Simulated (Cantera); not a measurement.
Charge: 1 mol MgO, 0.16 mol H₂S, 1.2 mol N₂, held at 1 atm.

Equilibrium computed with Cantera from the NASA thermochemical tables; the gas is ideal and each condensed phase is pure. Candidate condensed phases: H₂O, H₂SO₄, Mg, MgO, Mg(OH)₂, MgS, MgSO₄, S; 43 gas species. Mutual solubility and eutectic melting of coexisting phases are not modelled. Gases not in the tables: S₃ to S₇. Kinetics and transport are ignored.

x: gas mole fraction; n: condensed amount in mol.

```csv
T (K),x N₂,x H₂,x H₂S,x S₂,x H₂O,n MgO(s),n MgS(s)
1175,0.871,0.0265,0.0832,0.0133,0.00634,0.991,0.00874
1275,0.865,0.0384,0.0700,0.0191,0.00697,0.990,0.00967
1375,0.860,0.0506,0.0568,0.0252,0.00709,0.990,0.00991
1475,0.855,[?],[?],[?],0.00680,0.990,0.00957
1575,0.850,[?],[?],[?],[?],0.991,[?]
1675,0.847,0.0795,0.0270,0.0393,0.00557,0.992,0.00796
1775,0.844,0.0856,0.0208,0.0421,0.00488,0.993,0.00704
1875,0.842,0.0901,0.0161,0.0440,0.00424,0.994,0.00611
```

### Question
Fill in the missing entries.

### Answer

- 1475, x H₂: 0.0619
- 1475, x H₂S: 0.0449
- 1475, x S₂: 0.0308
- 1575, x H₂: 0.0717
- 1575, x H₂S: 0.0349
- 1575, x S₂: 0.0355
- 1575, x H₂O: 0.00624
- 1575, n MgS(s): 0.00886
